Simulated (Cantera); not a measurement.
Cantera run, input and output.

```python
import numpy as np
import cantera as ct

gas = ct.Solution("gri30.yaml")
gas.TPX = 1150, 101325, {'C2H4': 1, 'O2': 1.36, 'N2': 5.13, 'H2O': 1.8}
reactor = ct.IdealGasConstPressureReactor(gas, energy="on", clone=False)
net = ct.ReactorNet([reactor])
net.rtol, net.atol = 1e-08, 1e-16
show = ['C2H4', 'O2', 'H2O', 'CH2CO', 'NO', 'HCO']
times = np.geomspace(1e-06, 0.9, 16)

steps = ct.SolutionArray(gas, extra=["t"])
rows = []
print(f"{'t/s':>10s}{'T/K':>9s}{'P/Pa':>11s}" + "".join(f"{s:>11s}" for s in show))
for t in times:
    while net.time < t:
        t_next = net.step()
        steps.append(gas.state, t=t_next)
    rows.append([np.interp(t, steps.t, y) for y in (steps.T, steps.P, *steps(*show).X.T)])
    print(f"{t:10.3e}{rows[-1][0]:9.1f}{rows[-1][1]:11.4g}" + "".join(f"{x:11.3e}" for x in rows[-1][2:]))
rate = np.gradient(steps.T, steps.t)
print("integrator steps:", len(steps.t))
if steps.T.max() > steps.T[0] + 200:
    print(f"time of steepest temperature rise: {steps.t[rate.argmax()]:.4e} s")
gas.TPX = 1150, 101325, {'C2H4': 1, 'O2': 1.36, 'N2': 5.13, 'H2O': 1.8}
gas.equilibrate("HP")
print(f"equilibrium (HP): T = {gas.T:.1f} K  " + "  ".join(f"{s} {gas[s].X[0]:.3e}" for s in show))
```

Result:

```
       t/s      T/K       P/Pa       C2H4         O2        H2O      CH2CO         NO        HCO
 1.000e-06   1150.0  1.013e+05  1.076e-01  1.464e-01  1.938e-01  2.357e-13  2.940e-25  1.026e-13
 2.494e-06   1150.0  1.013e+05  1.076e-01  1.464e-01  1.938e-01  2.474e-12  2.179e-24  1.858e-13
 6.222e-06   1150.0  1.013e+05  1.076e-01  1.464e-01  1.938e-01  1.521e-11  1.206e-23  2.832e-13
 1.552e-05   1150.0  1.013e+05  1.076e-01  1.464e-01  1.938e-01  6.411e-11  5.083e-23  3.699e-13
 3.871e-05   1150.0  1.013e+05  1.076e-01  1.464e-01  1.938e-01  2.192e-10  1.755e-22  4.600e-13
 9.655e-05   1150.0  1.013e+05  1.076e-01  1.464e-01  1.938e-01  7.431e-10  5.997e-22  6.749e-13
 2.408e-04   1150.0  1.013e+05  1.076e-01  1.464e-01  1.938e-01  3.051e-09  2.489e-21  1.367e-12
 6.007e-04   1150.0  1.013e+05  1.076e-01  1.464e-01  1.938e-01  1.968e-08  1.635e-20  5.069e-12
 1.498e-03   1150.0  1.013e+05  1.076e-01  1.464e-01  1.938e-01  4.692e-07  4.353e-19  1.010e-10
 3.737e-03   2221.2  1.013e+05  7.577e-07  1.975e-06  1.967e-01  3.999e-06  5.581e-05  1.535e-07
 9.322e-03   2215.2  1.013e+05  3.162e-13  2.540e-06  1.942e-01  4.884e-12  1.113e-04  8.071e-08
 2.325e-02   2215.2  1.013e+05  5.197e-18  2.584e-06  1.942e-01  2.939e-14  9.587e-05  8.131e-08
 5.800e-02   2215.4  1.013e+05  5.136e-18  2.590e-06  1.942e-01  2.908e-14  7.119e-05  8.135e-08
 1.447e-01   2215.5  1.013e+05  5.092e-18  2.597e-06  1.943e-01  2.886e-14  4.812e-05  8.139e-08
 3.608e-01   2215.6  1.013e+05  5.075e-18  2.600e-06  1.943e-01  2.878e-14  3.707e-05  8.141e-08
 9.000e-01   2215.6  1.013e+05  5.073e-18  2.600e-06  1.943e-01  2.877e-14  3.564e-05  8.141e-08
integrator steps: 1866
time of steepest temperature rise: 2.4536e-03 s
equilibrium (HP): T = 2215.6 K  C2H4 5.700e-18  O2 2.600e-06  H2O 1.943e-01  CH2CO 3.234e-14  NO 3.563e-05  HCO 8.141e-08
```

Detailed kinetics in Cantera: GRI-Mech 3.0 (53 species, 325 reactions). GRI-Mech 3.0 was tuned for natural gas; its chemistry of ethylene as a main component is partial and can be far from experiment.
